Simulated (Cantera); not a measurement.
Charge: 1 mol Nb2O5, a varied amount of H2, equilibrated at 2198.15 K and 0.260 bar.

Cantera equilibrium calculation (NASA polynomials, part measured and part estimated; ideal gas, pure solids and liquids). Candidate condensed phases: H2O, Nb, NbO, NbO2, Nb2O5; 12 gas species. NbO: taken at fixed stoichiometry. Equilibrium is a limit: real reactors are often held back by kinetics, nucleation or transport.

At 500 mol H2, list the 5 most abundant gas species with their mole fractions, and the condensed phases.

H2 0.983, H 0.0108, H2O 0.00587, NbO2 8.81e-5, NbO 1.46e-5. Condensed: NbO(s).
